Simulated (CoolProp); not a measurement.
The fluid at 298.15 K and 4.14 MPa is compressed adiabatically to 13.8 MPa with isentropic efficiency 0.8. The same conditions are run with several fluids, on thermodynamics alone (safety and materials aside).

Values from CoolProp's reference Helmholtz-energy equation of state of each fluid (nitrous oxide: Lemmon 2006; methane: Setzmann 1991; oxygen: Schmidt 1985; ethylene: Smukala 2000).

### Question
Rank nitrous oxide, methane, oxygen, ethylene by work (kJ/kg), highest first.

### Answer
methane (255), oxygen (139), ethylene (107), nitrous oxide (69.8)

```csv
fluid,final temperature (K),final density (kg/m³)
nitrous oxide,407.1,242
methane,414.7,65.6
oxygen,448.5,116
ethylene,395.2,159
```

Above 300 K oxygen's equation is extrapolated.
